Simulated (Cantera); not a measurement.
A closed system holds: 1 mol n-butane, 2.9 mol H2O, 19 mol N2, held at 2650 °C and 180 Torr.

Method: chemical equilibrium by Gibbs-energy minimisation in Cantera with the NASA 1993 tables (ideal gas, pure condensed phases). Equilibrium is a limit: real reactors are often held back by kinetics, nucleation or transport.

| species | before | after |
|---|---|---|
| N2 | 0.587 | 0.524 |
| H | 0.107 | 0.306 |
| CO | 0.0920 | 0.0818 |
| H2 | 0.180 | 0.0609 |
| HCN | 0.0249 | 0.0141 |
| C3 | 4.72e-5 | 0.00123 |
| C2 | 1.08e-5 | 0.000274 |
| C | 4.37e-5 | 0.00108 |
| CN | 0.00142 | 0.00676 |
| N | 1.31e-5 | 6.06e-5 |
| C2H | 0.000157 | 0.000472 |
Gas species are given as mole fractions.

Task: What was changed between the two runs?
A. n-butane replaced by C3H8
B. n-butane replaced by CO
C. H2O from 2.9 to 0.58 mol
D. pressure from 180 Torr to 7.50 Torr

Result: D, pressure from 180 Torr to 7.50 Torr
